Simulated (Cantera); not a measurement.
A perfectly stirred reactor is fed with 0.491 % CH4, 3.27 % O2, 96.2 % N2, equivalence ratio 0.30, at 500000 Pa; it is held at 1175 K, and followed from long to short residence time.

Model: GRI-Mech 3.0 (53 species, 325 reactions), integrated in Cantera.

Q: Predict: x(CH4) at τ = 20.0 s; x(O2) at τ = 20.0 s; x(CH3) at τ = 20.0 s; x(CH4) at τ = 0.140 s; x(O2) at τ = 0.140 s; x(HCO) at τ = 0.140 s; x(CH3) at τ = 0.140 s.

A: 
```json
{
  "x(CH4) at τ = 20.0 s": "6.88e-6",
  "x(O2) at τ = 20.0 s": "0.0229",
  "x(CH3) at τ = 20.0 s": "1.03e-7",
  "x(CH4) at τ = 0.140 s": "0.000179",
  "x(O2) at τ = 0.140 s": "0.0238",
  "x(HCO) at τ = 0.140 s": "1.42e-9",
  "x(CH3) at τ = 0.140 s": "1.66e-6"
}
```
